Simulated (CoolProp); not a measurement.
Vapour-liquid equilibrium of dimethyl ether (1) + n-butane (2) at -13.35 °C; x and y are mole fractions of (1).

The numbers come from the multi-fluid Helmholtz-energy mixture model, Wu 2011 and Bücker 2006; pair parameters Bell 2016 in CoolProp.

```csv
x,bubble pressure (bar),y at the bubble point,dew pressure at overall composition x (bar),liquid density (mol/L)
0.05,0.7089,0.185,0.6299,10.75
0.15,0.8887,0.407,0.6869,11.10
0.25,…,0.539,0.7544,11.48
0.35,1.158,0.628,0.8352,11.89
0.45,…,0.696,0.9327,12.34
0.55,1.345,0.752,1.050,12.82
0.65,1.421,0.802,1.189,13.34
0.75,1.488,0.852,…,13.92
0.85,1.548,0.904,1.486,14.55
0.95,…,…,1.590,15.24
```

Problem. Some entries are withheld; supply them.

Solution. 
- 0.25, bubble pressure (bar): 1.036
- 0.45, bubble pressure (bar): 1.259
- 0.75, dew pressure at overall composition x (bar): 1.342
- 0.95, bubble pressure (bar): 1.602
- 0.95, y at the bubble point: 0.965

No azeotrope shows between x = 0.05 and 0.95.

The pair parameters rest on a limited set of measurements; away from them the model extrapolates.
